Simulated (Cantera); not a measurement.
Input: 1 mol SiH4, 0.26 mol HCl, 12 mol H2, held at 3.10 mbar.

Cantera equilibrium calculation (NASA polynomials, part measured and part estimated; ideal gas, pure solids and liquids). Candidate condensed phases: Si; 19 gas species. The tables' values for SiCl are old estimates; treat these amounts as uncertain. Kinetics and transport are ignored.

**Question.** At 1625 K, list the 4 most abundant gas species with their mole fractions, and the condensed phases.

**Answer.** H2 0.981, HCl 0.0163, H 0.00126, SiCl2 0.000947. Condensed: Si(s).
